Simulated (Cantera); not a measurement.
An isothermal plug-flow reactor at 600 K and 2.66 atm (inlet), inlet velocity 0.63 m/s, active area per volume 3000 1/m; feed CO : O2 : N2 : H2O = 0.0058 : 0.037 : 0.79 : 0.042 (molar parts), equivalence ratio 0.078.

Model: Deutschmann's 1995 Pt surface mechanism with GRI-Mech 3.0 gas chemistry, integrated in Cantera. Catalytic surfaces can have several steady states; this one follows from the mechanism file's or the stated starting coverage. Mass transfer to the wall is taken as infinitely fast.

What does this change do: temperature 600 to 825 K?


| quantity | before | after |
|---|---|---|
| x(CO) at z = 0.0056 m | 0.00546 | 4.99e-12 |
| x(O2) at z = 0.0056 m | 0.0417 | 0.0391 |
| x(H2O) at z = 0.0056 m | 0.0480 | 0.0482 |
| x(CO2) at z = 0.0056 m | 0.00118 | 0.00665 |
| θ(free Pt) at the exit | 0.00834 | 0.0471 |
| θ(O*) at the exit | 0.0148 | 0.946 |
| θ(OH*) at the exit | 0.00172 | 0.00714 |
